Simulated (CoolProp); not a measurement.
A single-stage vapour-compression cycle with sulfur hexafluoride: evaporating at 250.15 K (dew point), condensing at 284.15 K (bubble point), superheat 10 K, subcooling 2 K, compressor efficiency 0.9, no pressure losses. Each further row changes one setting.

Computed with CoolProp (reference Helmholtz-energy equation of state, Guder 2009).

```csv
case,cooling COP,pressure ratio,discharge temperature (K),refrigerating effect (kJ/kg),volumetric capacity (kJ/m³)
as stated,(withheld),2.68,294.9,72.8,3500
evaporating temperature 255.15 K,6.33,(withheld),294.7,75.0,(withheld)
condensing temperature 279.15 K,6.33,2.36,(withheld),78.2,3750
subcooling 7 K,5.52,2.68,294.9,78.2,(withheld)
superheat 20 K,5.27,2.68,(withheld),(withheld),3610
compressor efficiency 0.8,4.57,2.68,(withheld),72.8,3500
```

Problem. Some entries are withheld; supply them.

Solution. 
- as stated, cooling COP: 5.14
- evaporating temperature 255.15 K, pressure ratio: 2.28
- evaporating temperature 255.15 K, volumetric capacity (kJ/m³): 4230
- condensing temperature 279.15 K, discharge temperature (K): 289.9
- subcooling 7 K, volumetric capacity (kJ/m³): 3760
- superheat 20 K, discharge temperature (K): 304.2
- superheat 20 K, refrigerating effect (kJ/kg): 79.5
- compressor efficiency 0.8, discharge temperature (K): 297.1
